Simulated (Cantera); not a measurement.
An isothermal, constant-pressure homogeneous reactor starts with C₂H₆ : N₂ = 1 : 75 (molar parts), at 1200 K and 1.01 bar. Integrator tolerance rtol = 1e-08.

Model: GRI-Mech 3.0 (53 species, 325 reactions), integrated in Cantera. GRI-Mech 3.0 stops at C3 and has no aromatics, soot or wall deposition, so with more carbon than oxygen in the feed, carbon stays in small species such as C2H2 where larger ones or solid carbon would form.

### Question
What does this change do: C2H6 1 to 9.5 parts?

### Answer
```tsv
quantity	before	after
x(C₂H₆) at 4.00 s	7.86e-6 (gas-phase equilibrium 1.17e-6)	0.000695 (gas-phase equilibrium 0.000113)
x(CH₂) at 4.00 s	<1e-12 (gas-phase equilibrium <1e-12)	4.93e-12 (gas-phase equilibrium <1e-12)
x(CH₄) at 4.00 s	0.00155 (gas-phase equilibrium 0.00518)	0.0317 (gas-phase equilibrium 0.0895)
x(H₂) at 4.00 s	0.0206 (gas-phase equilibrium 0.0176)	0.103 (gas-phase equilibrium 0.0544)
x(H) at 4.00 s	1.32e-7 (gas-phase equilibrium 2.62e-8)	4.09e-7 (gas-phase equilibrium 4.60e-8)
```

### Question
What does this change do: temperature 1200 to 1298 K?

### Answer
| quantity | before | after |
|---|---|---|
| x(C₂H₆) at 4.00 s | 7.86e-6 (gas-phase equilibrium 1.17e-6) | 5.60e-7 (gas-phase equilibrium 1.86e-7) |
| x(CH₂) at 4.00 s | <1e-12 (gas-phase equilibrium <1e-12) | 1.83e-12 (gas-phase equilibrium 1.07e-12) |
| x(CH₄) at 4.00 s | 0.00155 (gas-phase equilibrium 0.00518) | 0.00195 (gas-phase equilibrium 0.00178) |
| x(H₂) at 4.00 s | 0.0206 (gas-phase equilibrium 0.0176) | 0.0221 (gas-phase equilibrium 0.0229) |
| x(H) at 4.00 s | 1.32e-7 (gas-phase equilibrium 2.62e-8) | 1.95e-7 (gas-phase equilibrium 1.62e-7) |
